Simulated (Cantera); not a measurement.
Hydrogen reduction and annealing atmospheres: Fe₂O₃ + H₂

A closed system holds: 1 mol Fe₂O₃, 1200 mol H₂, at 0.00480 bar.

These are equilibrium values from Cantera (NASA tables, ideal gas, pure condensed phases), not measurements of a reactor. Candidate condensed phases: Fe, FeO, Fe(OH)₂, Fe(OH)₃, Fe₂O₃, Fe₃O₄, H₂O; 12 gas species. Equilibrium is a limit: real reactors are often held back by kinetics, nucleation or transport.

From 1323 K to 1623 K the condensed part is Fe(γ). From 1773 K to 2223 K nothing is condensed. The main Fe-bearing gas is Fe throughout.

```tsv
T (K)	log p H₂	log p H	log p H₂O	log p Fe	log p OH	log p O	n Fe(γ)
1323	-2.32	-6.96	-4.92	-8.68	-11.40	<-14	2.00
1473	-2.32	-6.06	-4.92	-7.08	-10.24	-14.04	1.98
1623	-2.32	-5.32	-4.92	-5.78	-9.30	-12.38	1.58
1773	-2.32	-4.71	-4.92	-5.10	-8.52	-11.01	0
1923	-2.33	-4.19	-4.93	-5.10	-7.85	-9.84	0
2073	-2.34	-3.75	-4.93	-5.11	-7.29	-8.84	0
2223	-2.36	-3.37	-4.95	-5.12	-6.80	-7.97	0
```
log p: log10 of the partial pressure in bar; n: condensed amount in mol.
